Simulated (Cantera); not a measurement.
Charge: 1 mol C, 10 mol H₂, 2.2 mol N₂, 0.048 mol O₂, equilibrated at 0.990 bar.

These are equilibrium values from Cantera (NASA tables, ideal gas, pure condensed phases), not measurements of a reactor. Candidate condensed phases: C, C₆H₆, C₇H₈, C₈H₁₈, H₂O; 136 gas species. Equilibrium is a limit: real reactors are often held back by kinetics, nucleation or transport.

### Question
Which condensed phases are stable at each of these points (T (K)): 698, 748, 798, 848, 898, 948, 998, 1048, 1098, 1148, 1198?

### Answer
```csv
T (K),condensed phases,C condensed (%)
698,gas only,0.0
748,gas only,0.0
798,gas only,0.0
848,gas only,0.0
898,gas only,0.0
948,gas only,0.0
998,C(graphite),29.6
1048,C(graphite),50.7
1098,C(graphite),64.1
1148,C(graphite),72.7
1198,C(graphite),78.2
```

From 698 K to 948 K nothing is condensed. From 998 K to 1198 K the condensed part is C(graphite).
